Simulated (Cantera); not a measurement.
Input: 1 mol SiC, 0.073 mol O₂, 3.4 mol N₂, at 1077 °C and 1.00 Torr.

These are equilibrium values from Cantera (NASA tables, ideal gas, pure condensed phases), not measurements of a reactor. Candidate condensed phases: C, Si, SiC, SiO₂, Si₂N₂O, Si₃N₄; 34 gas species. N₂ is the only nitrogen source here; it is nearly inert below about 1500 K, so the nitride shown seldom forms there in practice. Mutual solubility and eutectic melting of coexisting phases are not modelled. Rates play no part.

Base state: N₂ 0.996, CO 0.00403 (mole fractions); condensed: C(graphite) + SiC(s) + Si₂N₂O(s).

Problem. What changes in the equilibrium state with this change: pressure from 1.00 Torr to 0.0825 Torr?

Solution. 
```
species            before     after
----------------  -------  --------
N₂                  0.996     0.972
CO                0.00403    0.0281
SiO               3.92e-6  0.000212
C(graphite), mol    0.252         0
SiC(s), mol         0.734     0.903
Si₂N₂O(s), mol      0.133    0.0482
```

Problem. What changes in the equilibrium state with this change: temperature from 1077 °C to 1875 °C?

Solution. 
```
species            before     after
----------------  -------  --------
N₂                  0.996     0.924
CO                0.00403    0.0373
Si                  <1e-9    0.0334
Si₂C                <1e-9   0.00163
SiC₂                <1e-9  0.000532
SiN                 <1e-9  0.000220
Si₂                 <1e-9   9.75e-5
C(graphite), mol    0.252         0
SiC(s), mol         0.734     0.853
Si₂N₂O(s), mol      0.133         0
```
The tables' values for SiN are old estimates; treat these amounts as uncertain.

Problem. What changes in the equilibrium state with this change: temperature from 1077 °C to 1700 °C?

Solution. 
```tsv
species	before	after
N₂	0.996	0.949
CO	0.00403	0.0255
SiO	3.92e-6	0.0153
Si	<1e-9	0.00972
Si₂C	<1e-9	0.000238
SiN	<1e-9	9.61e-5
Si₂N	<1e-9	5.31e-5
C(graphite), mol	0.252	0
SiC(s), mol	0.734	0.908
Si₂N₂O(s), mol	0.133	0
```
The tables' values for SiN are old estimates; treat these amounts as uncertain.
